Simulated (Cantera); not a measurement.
A perfectly stirred reactor is fed with CO : O2 : H2O : N2 = 0.0054 : 0.018 : 0.00019 : 1 (molar parts), equivalence ratio 0.15, at 760 Torr; it is held at 1173 K, and followed from long to short residence time.

Computed with Cantera and GRI-Mech 3.0 (53 species, 325 reactions).

**Question.** What does this change do: CO 0.0054 to 0.0019 parts?

**Answer.** 
| quantity | before | after |
|---|---|---|
| x(CO) at τ = 5.50 s | 0.000194 | 9.16e-5 |
| x(O2) at τ = 5.50 s | 0.0151 | 0.0168 |
| x(H2O) at τ = 5.50 s | 0.000185 | 0.000186 |
| x(NO) at τ = 5.50 s | 1.60e-6 | 6.35e-7 |
| x(OH) at τ = 5.50 s | 1.67e-6 | 1.23e-6 |
| x(CO) at τ = 0.190 s | 0.00159 | 0.000712 |
| x(O2) at τ = 0.190 s | 0.0157 | 0.0171 |
| x(H2O) at τ = 0.190 s | 0.000182 | 0.000184 |
| x(NO) at τ = 0.190 s | 3.30e-7 | 1.04e-7 |
| x(OH) at τ = 0.190 s | 4.12e-6 | 2.90e-6 |

**Question.** What does this change do: temperature 1173 to 1300 K?

**Answer.** 
```
quantity                 before     after
---------------------  --------  --------
x(CO) at τ = 5.50 s    0.000194   8.35e-5
x(O2) at τ = 5.50 s      0.0151    0.0150
x(H2O) at τ = 5.50 s   0.000185  0.000184
x(NO) at τ = 5.50 s     1.60e-6   5.12e-6
x(OH) at τ = 5.50 s     1.67e-6   4.01e-6
x(CO) at τ = 0.190 s    0.00159  0.000763
x(O2) at τ = 0.190 s     0.0157    0.0153
x(H2O) at τ = 0.190 s  0.000182  0.000179
x(NO) at τ = 0.190 s    3.30e-7   1.88e-6
x(OH) at τ = 0.190 s    4.12e-6   1.07e-5
```
